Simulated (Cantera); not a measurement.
A perfectly stirred reactor is fed with CH4 : O2 : N2 = 0.011 : 0.012 : 1 (molar parts), at 1.00 bar; it is held at 1273 K, and followed from long to short residence time.

Computed with Cantera and GRI-Mech 3.0 (53 species, 325 reactions).

| quantity | before | after |
|---|---|---|
| x(CH4) at τ = 0.420 s | 0.00263 | 0.00301 |
| x(O2) at τ = 0.420 s | 0.00258 | 0.00212 |
| x(HCN) at τ = 0.420 s | 9.41e-9 | 1.55e-9 |
| x(N2O) at τ = 0.420 s | 9.22e-9 | 2.73e-8 |
| x(CH2CO) at τ = 0.420 s | 3.14e-5 | 3.02e-5 |
| x(CH4) at τ = 61.0 ms | 0.0107 | 0.0104 |
| x(O2) at τ = 61.0 ms | 0.0117 | 0.0115 |
| x(HCN) at τ = 61.0 ms | <1e-12 | <1e-12 |
| x(N2O) at τ = 61.0 ms | 1.59e-10 | 2.63e-9 |
| x(CH2CO) at τ = 61.0 ms | 6.14e-9 | 1.26e-6 |

Name the change that produced these shifts.
A) temperature 1273 to 950 K
B) temperature 1273 to 975 K
C) pressure from 1.00 bar to 4.20 bar
D) N2 1 to 0.14 parts

C, pressure from 1.00 bar to 4.20 bar
